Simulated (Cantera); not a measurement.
Feed: 1 mol C₃H₆, 49 mol H₂, held at 3.00 bar.

Equilibrium computed with Cantera from the NASA thermochemical tables; the gas is ideal and each condensed phase is pure. Candidate condensed phases: C, C₆H₆, C₇H₈, C₈H₁₈; 76 gas species. Kinetics and transport are ignored. All values below are at 2575 °C.

Base state: H₂ 0.919, H 0.0535, C₂H₂ (acetylene) 0.0269, C₄H₂ 0.000327, C₂H 0.000213, CH₄ 0.000203, CH₃ 0.000194, C₂H₂ (vinylidene) 5.85e-5 (mole fractions); condensed: gas only.

Problem. What changes in the equilibrium state with this change: 1 mol CO₂ added?

Solution. 
| species | before | after |
|---|---|---|
| H₂ | 0.919 | 0.893 |
| H | 0.0535 | 0.0527 |
| CO | 0 | 0.0361 |
| C₂H₂ (acetylene) | 0.0269 | 0.0174 |
| C₄H₂ | 0.000327 | 0.000141 |
| C₃H₃ (propargyl) | 1.40e-5 | 7.29e-6 |
| C₃ | 1.22e-5 | 6.60e-6 |
| C₂H₄ | 1.83e-5 | 1.15e-5 |
Further candidate phases: H₂O.
